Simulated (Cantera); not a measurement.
Input (Python, Cantera) and output of one run.

```python
import numpy as np
import cantera as ct

gas_names = [...]  # 151 gases of nasa_gas.yaml made of C, H, N, O, Si
cond_names = """
    C(gr) C6H6(L) C7H8(L) C8H18(L),n-octa H2O(s) H2O(L) Si(cr) Si(L) SiC(b) SiO2(Lqz) SiO2(hqz) SiO2(L)
    Si2N2O(s) Si3N4(a)
""".split()


# ... load() reads the species with a 1 bar reference pressure and builds the phases ...
atoms = {
    'Si3N4': {'Si': 3, 'N': 4},
    'CO2': {'C': 1, 'O': 2},
    'H2': {'H': 2},
}
top_T = {'C(gr)': 4500, 'SiC(b)': 3050, 'Si2N2O(s)': 2100, 'Si3N4(a)': 2400}  # K; cautious upper limits of use, not melting points


# ... equilibrate(T, P, feed) seeds the gas with the atoms and calls Mixture.equilibrate('TP', solver="vcs", rtol=1e-11, max_steps=5000) ...
results = []
feed = {'Si3N4': 1, 'CO2': 0.05, 'H2': 6.3}  # mol
T = 1623.15  # K
P = 10000  # Pa
mix = equilibrate(T, P, feed)
results.append((T, P, feed, dict(zip(mix.species_names, mix.species_moles))))
print(gas.report(threshold=1e-05))
for i in range(1, mix.n_phases):
    print(f"{mix.phase(i).name:16s} {mix.phase_moles(i):12.5e} mol")
```

It prints:

```
       temperature   1623.2 K
          pressure   10000 Pa
           density   0.0016993 kg/m^3
  mean mol. weight   2.2934 kg/kmol
   phase of matter   gas

                          1 kg             1 kmol
                     ---------------   ---------------
          enthalpy         1.762e+07        4.0409e+07  J
   internal energy        1.1735e+07        2.6913e+07  J
           entropy             87989        2.0179e+05  J/K
    Gibbs function        -1.252e+08       -2.8713e+08  J
 heat capacity c_p             14330             32864  J/K
 heat capacity c_v             10705             24550  J/K

                      mass frac. Y      mole frac. X     chem. pot. / RT
                     ---------------   ---------------   ---------------
                CO        0.00016202        1.3265e-05           -48.736
                 H        9.5693e-05        0.00021772           -10.575
                H2           0.86954           0.98917           -21.149
                N2           0.12808          0.010485           -33.119
               SiO         0.0019738        0.00010268           -47.851
     [ +146 minor]         0.0001504        1.3583e-05

C(gr)             0.00000e+00 mol
Si(cr)            0.00000e+00 mol
SiC(b)            4.98650e-02 mol
SiO2(hqz)         0.00000e+00 mol
Si2N2O(s)         9.92613e-02 mol
Si3N4(a)          9.16975e-01 mol
```

These are equilibrium values from Cantera (NASA tables, ideal gas, pure condensed phases), not measurements of a reactor. Mutual solubility and eutectic melting of coexisting phases are not modelled.
